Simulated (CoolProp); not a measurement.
Vapour-liquid equilibrium of isobutene (1) + ethanol (2) at 91.05 °C; x and y are mole fractions of (1).

The numbers come from the multi-fluid Helmholtz-energy mixture model, Lemmon 2005 and Schroeder 2014; pair parameters Bell 2016 in CoolProp.

```tsv
x	bubble pressure (MPa)	y at the bubble point	dew pressure at overall composition x (MPa)	liquid density (mol/L)
0.05	0.3761	0.566	0.1721	15.26
0.125	0.6629	0.758	0.1870	14.61
0.2	0.8899	0.823	0.2047	13.98
0.275	1.050	0.853	0.2259	13.37
0.35	1.151	0.869	0.2520	12.78
0.425	1.210	0.877	0.2847	12.21
0.5	1.246	0.883	0.3269	11.66
0.575	1.272	0.887	0.3837	11.13
0.65	1.300	0.893	0.4640	10.63
0.725	1.336	0.902	0.5862	10.15
0.8	1.381	0.916	0.7939	9.712
0.875	1.436	0.938	1.196	9.307
0.95	1.497	0.971	1.461	8.944
```

No azeotrope shows between x = 0.05 and 0.95.

Pair parameters are fitted to limited data, so mixtures are less certain than the pure fluids. With so large a gap from Raoult's law the liquid may split in two, which this calculation doesn't test in full.
